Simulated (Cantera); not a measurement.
Input: 1 mol Cu, 0.42 mol F2, 16 mol N2, equilibrated at 798.15 K and 4.20 mbar.

These are equilibrium values from Cantera (NASA tables, ideal gas, pure condensed phases), not measurements of a reactor. The numbers say what is thermodynamically allowed, not how fast it happens.

```
species       before    after
------------  ------  -------
N2             1.000    0.701
F2             <1e-9    0.231
F              <1e-9   0.0599
NF3            <1e-9  0.00828
Cu(s), mol     0.580        0
CuF2(s), mol   0.420    1.000
```
Gas species are given as mole fractions.

Problem. What was changed between the two runs?
A. F2 from 0.42 to 2.3 mol
B. F2 from 0.42 to 1.3 mol
C. F2 from 0.42 to 7.2 mol
D. F2 from 0.42 to 1.7 mol

Solution. C, F2 from 0.42 to 7.2 mol
